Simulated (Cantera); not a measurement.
An adiabatic, constant-pressure homogeneous reactor starts with 35.0 % H₂, 9.72 % O₂, 55.2 % N₂, 0.108 % NO, at 1800 K and 81000 Pa.

Cantera simulation using GRI-Mech 3.0 (53 species, 325 reactions); the numbers are that mechanism's predictions, not measurements.

x: mole fraction; the columns are a selection and need not sum to one.

```tsv
t (s)	T (K)	x H₂	x O₂	x NO	x H₂O	x OH	x NO₂
2.00e-6	1800	0.349	0.0971	0.00108	2.18e-5	2.79e-6	…
6.32e-6	1804	0.340	0.0935	0.00108	0.00621	0.000588	…
2.00e-5	2044	0.128	0.00590	0.00111	0.158	0.0161	1.97e-8
6.32e-5	2342	0.141	0.00372	0.00116	0.169	0.0178	2.12e-8
0.000200	2649	0.153	0.00173	0.00130	0.184	0.0157	…
0.000632	2797	0.159	0.000925	0.00161	0.192	0.0128	…
0.00200	2802	0.159	0.000879	0.00198	0.192	0.0125	7.72e-8
0.00632	2802	0.159	0.000875	0.00207	0.192	0.0125	8.09e-8
0.0200	2802	0.159	0.000875	0.00207	0.192	0.0125	8.09e-8
0.0632	2802	0.159	0.000875	0.00207	0.192	0.0125	8.09e-8
0.200	2802	0.159	0.000875	0.00207	0.192	0.0125	8.09e-8
0.632	2802	0.159	0.000875	0.00207	0.192	0.0125	8.09e-8
2.00	2802	0.159	0.000875	0.00207	0.192	0.0125	8.09e-8
```

Complete the blanks.


- 2.00e-6, x NO₂: 9.66e-8
- 6.32e-6, x NO₂: 1.27e-7
- 0.000200, x NO₂: 3.78e-8
- 0.000632, x NO₂: 6.25e-8
